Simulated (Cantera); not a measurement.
Thermodynamics of carbon deposition, reforming and gasification, feed n-butane + H₂ + N₂ + O₂

A closed system holds: 1 mol n-butane, 14 mol H₂, 0.89 mol N₂, 0.18 mol O₂, equilibrated at 1 atm.

Method: chemical equilibrium by Gibbs-energy minimisation in Cantera with the NASA 1993 tables (ideal gas, pure condensed phases). Candidate condensed phases: C, C₆H₆, C₇H₈, C₈H₁₈, H₂O; 136 gas species. The numbers say what is thermodynamically allowed, not how fast it happens.

From 973 K to 2273 K the condensed part is C(graphite). The main C-bearing gas is CH₄ at 973 K and CO at 2273 K. The share of C in condensed phases is highest at 1673 K (90.1 %) and lowest at 973 K (51.8 %).

| T (K) | x H₂ | x CH₄ | x N₂ | x CO | x H | x HCN | n C(graphite) |
|---|---|---|---|---|---|---|---|
| 973 | 0.840 | 0.0919 | 0.0482 | 0.0126 | 9.85e-10 | 6.70e-7 | 2.07 |
| 1073 | 0.898 | 0.0376 | 0.0457 | 0.0165 | 1.32e-8 | 3.12e-6 | 2.95 |
| 1173 | 0.920 | 0.0167 | 0.0447 | 0.0175 | 1.12e-7 | 1.11e-5 | 3.32 |
| 1273 | 0.929 | 0.00822 | 0.0443 | 0.0177 | 6.83e-7 | 3.24e-5 | 3.48 |
| 1373 | 0.933 | 0.00445 | 0.0441 | 0.0178 | 3.20e-6 | 8.05e-5 | 3.55 |
| 1473 | 0.935 | 0.00260 | 0.0440 | 0.0178 | 1.22e-5 | 0.000177 | 3.58 |
| 1573 | 0.936 | 0.00163 | 0.0438 | 0.0178 | 3.91e-5 | 0.000350 | 3.60 |
| 1673 | 0.937 | 0.00108 | 0.0437 | 0.0178 | 0.000109 | 0.000637 | 3.60 |
| 1773 | 0.937 | 0.000749 | 0.0434 | 0.0178 | 0.000273 | 0.00108 | 3.60 |
| 1873 | 0.936 | 0.000541 | 0.0431 | 0.0178 | 0.000620 | 0.00173 | 3.58 |
| 1973 | 0.935 | 0.000404 | 0.0425 | 0.0178 | 0.00130 | 0.00264 | 3.55 |
| 2073 | 0.932 | 0.000310 | 0.0419 | 0.0178 | 0.00252 | 0.00384 | 3.50 |
| 2173 | 0.929 | 0.000244 | 0.0410 | 0.0177 | 0.00462 | 0.00538 | 3.43 |
| 2273 | 0.923 | 0.000195 | 0.0398 | 0.0177 | 0.00802 | 0.00726 | 3.33 |
x: gas mole fraction; n: condensed amount in mol.
